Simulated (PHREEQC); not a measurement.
A solution holds 0.17 mol/kgw Cu(NO3)2, 6.2e-05 mol/kgw H2SO4 and 0.00037 mol/kgw KCl, at 37 °C. Closed to the air; pH follows from the charge balance.

Equilibrium calculation in PHREEQC: ion-association model, phreeqc.dat.

**Question.** The ionic strength comes out as 0.510 mol/kgw. What activity coefficients do NO3-, CuCl+, SO4-2, H+, Cu2(OH)2+2 get?

**Answer.** NO3- 0.61, CuCl+ 0.64, SO4-2 0.20, H+ 0.76, Cu2(OH)2+2 0.28.

No solid was allowed to form. Species that the database lacks are ignored. Away from 25 °C the constants follow the database's enthalpies or fits; those with neither stay at their 25 °C values.
